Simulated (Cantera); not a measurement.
A perfectly stirred reactor is fed with C₂H₆ : O₂ : N₂ : H₂O = 1 : 1.94 : 7.31 : 1.6 (molar parts), equivalence ratio 1.8, at 4.90 bar; it is adiabatic with a 650 K inlet, and is followed from long to short residence time, starting on the burning branch (τ in s: 0.25, 0.094, 0.036, 0.013, 0.0051, 0.0019, 0.00072, 0.00027, 0.0001, 3.9e-05, 1.5e-05).

Cantera simulation using GRI-Mech 3.0 (53 species, 325 reactions); the numbers are that mechanism's predictions, not measurements.

Question: Predict: blow-out, bracketed by the residence times tried; x(C₂H₆) at τ = 0.250 s; x(O₂) at τ = 0.250 s; x(H₂O) at τ = 0.250 s; x(CH₃) at τ = 0.250 s; x(CH₄) at τ = 0.250 s; x(C₂H₆) at τ = 1.90 ms; x(O₂) at τ = 1.90 ms; x(H₂O) at τ = 1.90 ms; x(CH₃) at τ = 1.90 ms; x(CH₄) at τ = 1.90 ms.

Answer: 
```json
{
  "blow_out_bracketed_by_the_residence_times_tried": "burning at 0.270 ms, out at 0.100 ms",
  "x(C₂H₆) at τ = 0.250 s": "1.99e-6",
  "x(O₂) at τ = 0.250 s": "8.65e-5",
  "x(H₂O) at τ = 0.250 s": "0.215",
  "x(CH₃) at τ = 0.250 s": "6.27e-5",
  "x(CH₄) at τ = 0.250 s": "0.00339",
  "x(C₂H₆) at τ = 1.90 ms": "0.000154",
  "x(O₂) at τ = 1.90 ms": "0.00434",
  "x(H₂O) at τ = 1.90 ms": "0.241",
  "x(CH₃) at τ = 1.90 ms": "0.000563",
  "x(CH₄) at τ = 1.90 ms": "0.00924"
}
```
